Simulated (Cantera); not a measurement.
An isothermal, constant-pressure homogeneous reactor starts with N2O : O2 = 1 : 0.3 (molar parts), at 1498 K and 1.00 atm. Integrator tolerance rtol = 1e-08.

Computed with Cantera and GRI-Mech 3.0 (53 species, 325 reactions). GRI-Mech 3.0 was tuned for natural gas; its chemistry of N2O as a main component is partial and can be far from experiment. The temperature is held fixed by assumption; the heat of reaction is taken as removed at once.

Question: What does this change do: pressure from 1.00 atm to 0.0132 atm?

Answer: 
```tsv
quantity	before	after
x(N2O) at 100 s	2.72e-6 (gas-phase equilibrium 7.70e-8)	4.52e-6 (gas-phase equilibrium 8.83e-9)
x(O2) at 100 s	0.399 (gas-phase equilibrium 0.444)	0.377 (gas-phase equilibrium 0.444)
x(NO2) at 100 s	0.000672 (gas-phase equilibrium 1.17e-5)	0.000112 (gas-phase equilibrium 1.34e-6)
x(N2) at 100 s	0.510 (gas-phase equilibrium 0.555)	0.488 (gas-phase equilibrium 0.555)
x(NO) at 100 s	0.0902 (gas-phase equilibrium 0.00149)	0.135 (gas-phase equilibrium 0.00149)
```
Radical loss at walls, strong at low pressure, is not modelled.

Question: What does this change do: pressure from 1.00 atm to 0.0424 atm?

Answer: 
```csv
quantity,before,after
x(N2O) at 100 s,2.72e-6 (gas-phase equilibrium 7.70e-8),4.81e-6 (gas-phase equilibrium 1.59e-8)
x(O2) at 100 s,0.399 (gas-phase equilibrium 0.444),0.378 (gas-phase equilibrium 0.444)
x(NO2) at 100 s,0.000672 (gas-phase equilibrium 1.17e-5),0.000197 (gas-phase equilibrium 2.40e-6)
x(N2) at 100 s,0.510 (gas-phase equilibrium 0.555),0.490 (gas-phase equilibrium 0.555)
x(NO) at 100 s,0.0902 (gas-phase equilibrium 0.00149),0.132 (gas-phase equilibrium 0.00149)
```
Radical loss at walls, strong at low pressure, is not modelled.
